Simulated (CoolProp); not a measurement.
Ethylene along the isobar 163 kPa: Z from the reference equation and from simpler models built on Tc = 282.4 K, pc = 5042 kPa, ω = 0.087; each cubic takes its own stable root.

Model: reference Helmholtz-energy equation of state, Smukala 2000, in CoolProp.

```
T (K)   phase  reference  van der Waals  Redlich-Kwong  Peng-Robinson
-----  ------  ---------  -------------  -------------  -------------
122.4  liquid   0.007119        0.01098       0.007374       0.006601
134    liquid   0.006662        0.01025       0.006891       0.006152
145.5  liquid   0.006292         0.9545       0.006506       0.005792
157.1  liquid   0.005984         0.9618       0.006195       0.005498
168.6  liquid   0.005735         0.9675       0.005952       0.005265
180.2     gas     0.9554         0.9721         0.9606         0.9585
191.7     gas     0.9635         0.9758         0.9668         0.9647
203.3     gas     0.9698         0.9789         0.9718         0.9698
214.8     gas     0.9745         0.9814         0.9758         0.9739
226.4     gas     0.9784         0.9836         0.9792         0.9773
```

At some of these states van der Waals gives the other phase, because its saturation line lies elsewhere.
